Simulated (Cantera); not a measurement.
Charge: 1 mol Pb, 0.31 mol O₂, 22 mol H₂, 1.9 mol CO, equilibrated at 1575 K and 2.80 bar.

Cantera equilibrium calculation (NASA polynomials, part measured and part estimated; ideal gas, pure solids and liquids). Candidate condensed phases: C, C₆H₆, C₇H₈, C₈H₁₈, H₂O, Pb, PbO, PbO₂, Pb₃O₄; 113 gas species. The numbers say what is thermodynamically allowed, not how fast it happens.

Base state: H₂ 0.880, CO 0.0773, H₂O 0.0248, Pb 0.0175, CO₂ 0.000751, CH₄ 3.11e-5, H 2.33e-5, Pb₂ 1.15e-5 (mole fractions); condensed: Pb(l).

Question: What changes in the equilibrium state with this change: Pb replaced by PbO?

Answer: 
```csv
species,before,after
H₂,0.880,0.840
CO,0.0773,0.0761
H₂O,0.0248,0.0646
CO₂,0.000751,0.00202
Pb,0.0175,0.0175
CH₄,3.11e-5,1.02e-5
H,2.33e-5,2.28e-5
Pb₂,1.15e-5,1.15e-5
"Pb(l), mol",0.575,0.575
```

Question: What changes in the equilibrium state with this change: temperature from 1575 K to 1075 K?

Answer: 
```tsv
species	before	after
H₂	0.880	0.863
H₂O	0.0248	0.0525
CO	0.0773	0.0521
CH₄	3.11e-5	0.0285
Pb	0.0175	2.71e-5
Pb₂	1.15e-5	<1e-9
H	2.33e-5	8.15e-9
CO₂	0.000751	0.00341
Pb(l), mol	0.575	0.999
```

Question: What changes in the equilibrium state with this change: temperature from 1575 K to 1173.15 K?

Answer: 
```tsv
species	before	after
H₂	0.880	0.887
CO	0.0773	0.0706
H₂O	0.0248	0.0325
Pb	0.0175	0.000151
CH₄	3.11e-5	0.00817
Pb₂	1.15e-5	4.25e-9
H	2.33e-5	6.65e-8
Pb(l), mol	0.575	0.996
```
